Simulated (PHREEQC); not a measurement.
A solution holds 0.16 mol H3PO4 and 0.00081 mol K2HPO4 per kg of water, at 25 °C. Closed to the air; pH follows from the charge balance.

All values are PHREEQC results (ion-association model, phreeqc.dat), not measurements.

Each row changes one thing in this solution. This is a speciation only: nothing precipitates in the calculation.

```
case                                      pH  ionic strength (mol/kgw)  H2PO4- (mol/kgw)  HPO4-2 (mol/kgw)
--------------------------------------  ----  ------------------------  ----------------  ----------------
as made                                 1.54                    0.0350            0.0350           1.25e-7
H3PO4 from 0.16 to 0.8 mol/kgw          1.15                    0.0872            0.0872           1.54e-7
H3PO4 left out                          8.99                   0.00242           1.10e-5          0.000797
K2HPO4 from 0.00081 to 0.00162 mol/kgw  1.55                    0.0359            0.0359           1.31e-7
temperature from 25 to 40 °C            1.57                    0.0325            0.0325           1.35e-7
diluted 100-fold with water             2.89                   0.00136           0.00136           7.39e-8
temperature from 25 to 85 °C            1.66                    0.0271            0.0271           1.70e-7
H3PO4 from 0.16 to 0.24 mol/kgw         1.44                    0.0442            0.0442           1.31e-7
```

At this temperature some constants are extrapolated from 25 °C, and those without enthalpy data are left unchanged.
